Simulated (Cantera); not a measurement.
A closed system holds: 1 mol acetone, 26 mol H2, equilibrated at 923 K.

These are equilibrium values from Cantera (NASA tables, ideal gas, pure condensed phases), not measurements of a reactor. Candidate condensed phases: C, C6H6, C7H8, C8H18, H2O; 110 gas species. The feed counts by its element totals alone. The numbers say what is thermodynamically allowed, not how fast it happens.

Q: At 14.0 bar, list the 4 most abundant gas species with their mole fractions, and the condensed phases.

A: H2 0.846, CH4 0.115, H2O 0.0383, CO 0.000103. Condensed: gas only.
